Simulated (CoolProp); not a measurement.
Vapour-liquid equilibrium of ethylbenzene (1) + n-nonane (2) at 0.0426 MPa; x and y are mole fractions of (1).

Values from CoolProp's multi-fluid Helmholtz-energy mixture model, Zhou 2012 and Lemmon 2006; pair parameters Bell 2016.

| x | bubble temperature, mixture model (°C) | bubble temperature, Raoult's law (°C) | y, mixture model | y, Raoult's law |
|---|---|---|---|---|
| 0.05 | 119.5 | 120.0 | [?] | 0.075 |
| 0.2 | 116.1 | 117.5 | 0.307 | 0.280 |
| 0.35 | 113.3 | 115.2 | 0.478 | 0.457 |
| 0.5 | 111.0 | 113.0 | 0.616 | 0.612 |
| 0.65 | [?] | 111.0 | 0.734 | 0.746 |
| 0.8 | [?] | 109.1 | 0.844 | 0.864 |
| 0.95 | [?] | 107.2 | 0.959 | 0.968 |

**Question.** Some entries are withheld; supply them.

**Answer.** 
- 0.05, y, mixture model: 0.086
- 0.65, bubble temperature, mixture model (°C): 109.3
- 0.8, bubble temperature, mixture model (°C): 107.9
- 0.95, bubble temperature, mixture model (°C): 106.9

The largest gap from Raoult's law is -2.0 K in bubble temperature, at x = 0.5. No azeotrope shows between x = 0.05 and 0.95.

Pair parameters are fitted to limited data, so mixtures are less certain than the pure fluids.
